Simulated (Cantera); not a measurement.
Mixture: 35.4 % CO, 4.61 % H2, 16.7 % O2, 43.2 % N2, equivalence ratio 1.2, at 740000 Pa, adiabatic and at constant volume. Ignition delay is the time to a rise of 400 K.

Computed with Cantera and GRI-Mech 3.0 (53 species, 325 reactions). The hydrogen kinetics of GRI-Mech 3.0 are dated; newer H2 mechanisms differ, most at raised pressure. Below about 950 K walls govern HO2 and H2O2 in real vessels.

Q: Predict: delay at 875 K; delay at 1025 K; delay at 1175 K; delay at 1325 K; apparent activation energy between 1250 and 1400 K.

A: 
```json
{
  "delay at 875 K": "68.6 ms",
  "delay at 1025 K": "1.08 ms",
  "delay at 1175 K": "36.1 µs",
  "delay at 1325 K": "7.48 µs",
  "apparent activation energy between 1250 and 1400 K": "94 kJ/mol"
}
```
